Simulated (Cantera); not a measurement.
**Thermodynamics of abatement and gas-phase synthesis, feed H2S + O2**

Feed: 1 mol H2S, 0.17 mol O2, at 1 atm.

Equilibrium computed with Cantera from the NASA thermochemical tables; the gas is ideal and each condensed phase is pure. Candidate condensed phases: H2O, H2SO4, S; 19 gas species. Gases not in the tables: S3 to S7. Rates play no part.

```
T (K)  x H2S    x H2  x H2O   x S2      x SH
-----  -----  ------  -----  -----  --------
1025   0.552  0.0137  0.284  0.147   4.58e-5
1100   0.534  0.0267  0.283  0.153  0.000119
1175   0.509  0.0464  0.281  0.162  0.000270
1250   0.474  0.0729  0.277  0.173  0.000553
1325   0.433   0.105  0.272  0.187   0.00103
1400   0.387   0.140  0.267  0.202   0.00178
1475   0.341   0.177  0.261  0.216   0.00287
1550   0.295   0.212  0.254  0.230   0.00434
1625   0.253   0.245  0.248  0.243   0.00625
1700   0.215   0.275  0.242  0.253   0.00861
1775   0.183   0.301  0.236  0.262    0.0114
1850   0.155   0.323  0.230  0.268    0.0147
1925   0.131   0.342  0.224  0.272    0.0183
2000   0.112   0.359  0.217  0.274    0.0224
```
x: gas mole fraction; nothing condenses.

From 1025 K to 2000 K nothing is condensed.
